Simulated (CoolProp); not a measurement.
Vapour-liquid equilibrium of benzene (1) + dimethyl carbonate (2) at 1160 kPa; x and y are mole fractions of (1).

The numbers come from the multi-fluid Helmholtz-energy mixture model, Thol 2012 and Zhou 2011; pair parameters Bell 2016 in CoolProp.

Problem. Give the bubble temperature and the first vapour's composition at x = 0.35, 0.5, 0.8. Is there an azeotrope?

Solution. x = 0.35: 187.2 °C, y = 0.379; x = 0.5: 186.2 °C, y = 0.518; x = 0.8: 185.9 °C, y = 0.794. y crosses x between x = 0.65 and 0.8: the model has an azeotrope there.

The pair parameters rest on a limited set of measurements; away from them the model extrapolates.
